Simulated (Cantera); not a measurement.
An isothermal, constant-pressure homogeneous reactor starts with N2O : O2 = 1 : 0.61 (molar parts), at 1425 K and 0.00849 atm. Integrator tolerance rtol = 1e-08.

Computed with Cantera and GRI-Mech 3.0 (53 species, 325 reactions). GRI-Mech 3.0 was tuned for natural gas; its chemistry of N2O as a main component is partial and can be far from experiment. Radical loss at walls, strong at low pressure, is not modelled. The temperature is held fixed by assumption; the heat of reaction is taken as removed at once.

Problem. What does this change do: N2O 1 to 0.12 parts?

Solution. 
| quantity | before | after |
|---|---|---|
| x(N2O) at 200 s | 2.22e-6 (gas-phase equilibrium 4.63e-9) | 2.14e-7 (gas-phase equilibrium 1.88e-9) |
| x(O2) at 200 s | 0.477 (gas-phase equilibrium 0.526) | 0.832 (gas-phase equilibrium 0.848) |
| x(N2) at 200 s | 0.425 (gas-phase equilibrium 0.473) | 0.136 (gas-phase equilibrium 0.152) |
| x(O) at 200 s | 1.05e-5 (gas-phase equilibrium 1.09e-5) | 1.38e-5 (gas-phase equilibrium 1.39e-5) |
| x(NO) at 200 s | 0.0984 (gas-phase equilibrium 0.00102) | 0.0316 (gas-phase equilibrium 0.000736) |

Problem. What does this change do: temperature 1425 to 1050 K?

Solution. 
```
quantity                                          before                                    after
---------------  ---------------------------------------  ---------------------------------------
x(N2O) at 200 s  2.22e-6 (gas-phase equilibrium 4.63e-9)   0.589 (gas-phase equilibrium 3.67e-10)
x(O2) at 200 s       0.477 (gas-phase equilibrium 0.526)      0.386 (gas-phase equilibrium 0.526)
x(N2) at 200 s       0.425 (gas-phase equilibrium 0.473)     0.0239 (gas-phase equilibrium 0.474)
x(O) at 200 s    1.05e-5 (gas-phase equilibrium 1.09e-5)  1.24e-7 (gas-phase equilibrium 5.26e-9)
x(NO) at 200 s    0.0984 (gas-phase equilibrium 0.00102)  0.00130 (gas-phase equilibrium 6.52e-5)
```
The mechanism lacks the step 2 NO + O2 → 2 NO2, which can matter for NO2 below about 1400 K.
